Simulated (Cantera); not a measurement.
An isothermal, constant-pressure homogeneous reactor starts with N₂O = 1 (molar parts), at 1400 K and 1.20 bar. Integrator tolerance rtol = 1e-08.

Detailed kinetics in Cantera: GRI-Mech 3.0 (53 species, 325 reactions). GRI-Mech 3.0 was tuned for natural gas; its chemistry of N2O as a main component is partial and can be far from experiment. The temperature is held fixed by assumption; the heat of reaction is taken as removed at once.

Problem. What does this change do: pressure from 1.20 bar to 9.75 Torr?

Solution. 
| quantity | before | after |
|---|---|---|
| x(N₂O) at 30.0 s | 2.94e-6 (gas-phase equilibrium 5.39e-8) | 0.00230 (gas-phase equilibrium 5.61e-9) |
| x(O₂) at 30.0 s | 0.284 (gas-phase equilibrium 0.333) | 0.268 (gas-phase equilibrium 0.333) |
| x(NO) at 30.0 s | 0.0972 (gas-phase equilibrium 0.000843) | 0.130 (gas-phase equilibrium 0.000843) |
| x(O) at 30.0 s | 4.64e-7 (gas-phase equilibrium 5.02e-7) | 1.21e-5 (gas-phase equilibrium 4.82e-6) |
| x(NO₂) at 30.0 s | 0.000917 (gas-phase equilibrium 8.61e-6) | 5.49e-5 (gas-phase equilibrium 8.96e-7) |
| x(N₂) at 30.0 s | 0.618 (gas-phase equilibrium 0.666) | 0.600 (gas-phase equilibrium 0.666) |
Radical loss at walls, strong at low pressure, is not modelled.

Problem. What does this change do: temperature 1400 to 1323 K?

Solution. 
```tsv
quantity	before	after
x(N₂O) at 30.0 s	2.94e-6 (gas-phase equilibrium 5.39e-8)	1.71e-6 (gas-phase equilibrium 3.53e-8)
x(O₂) at 30.0 s	0.284 (gas-phase equilibrium 0.333)	0.294 (gas-phase equilibrium 0.333)
x(NO) at 30.0 s	0.0972 (gas-phase equilibrium 0.000843)	0.0767 (gas-phase equilibrium 0.000534)
x(O) at 30.0 s	4.64e-7 (gas-phase equilibrium 5.02e-7)	1.33e-7 (gas-phase equilibrium 1.41e-7)
x(NO₂) at 30.0 s	0.000917 (gas-phase equilibrium 8.61e-6)	0.000980 (gas-phase equilibrium 7.26e-6)
x(N₂) at 30.0 s	0.618 (gas-phase equilibrium 0.666)	0.628 (gas-phase equilibrium 0.666)
```
The mechanism lacks the step 2 NO + O2 → 2 NO2, which can matter for NO2 below about 1400 K.
